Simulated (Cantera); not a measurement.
An isothermal, constant-pressure homogeneous reactor starts with 0.208 % CH4, 0.684 % O2, 99.1 % N2, at 1448 K and 0.920 bar.

Cantera simulation using GRI-Mech 3.0 (53 species, 325 reactions); the numbers are that mechanism's predictions, not measurements.

Task: Predict: x(O2) at 6.00 s; x(OH) at 6.00 s; x(NO) at 6.00 s.

Result: 
* **x(O2) at 6.00 s**: 0.00267 (gas-phase equilibrium 0.00262)
* **x(OH) at 6.00 s**: 3.44e-6 (gas-phase equilibrium 3.42e-6)
* **x(NO) at 6.00 s**: 2.20e-6 (gas-phase equilibrium 0.000118)
